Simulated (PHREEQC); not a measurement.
A column of 0.2 m (30 cells, dispersivity 0.01 m, 720 s a shift, diffusion coefficient 3e-10 m²/s) holds 0.0011 eq of the database's cation exchanger X per kg of pore water, first in equilibrium with 0.0019 mol/kgw CdCl2 and 1e-05 mol/kgw HCl. It is flushed with 0.00039 mol MgSO4 and 1e-05 mol HCl per kg of water, at 15 °C. Values are for the last cell. The system is closed to CO2. Precipitation was switched off in this run.

The series has 31 steps of pore volumes, from 0 to 5.017.

The numbers come from PHREEQC with the ion-association model, phreeqc.dat.

Problem. After how many pore volumes does S at the outlet first reach half of its feed value?

Solution. By 1.0 pore volumes.

Problem. After how many pore volumes does Mg at the outlet first reach half of its feed value?

Solution. By 2.4 pore volumes.
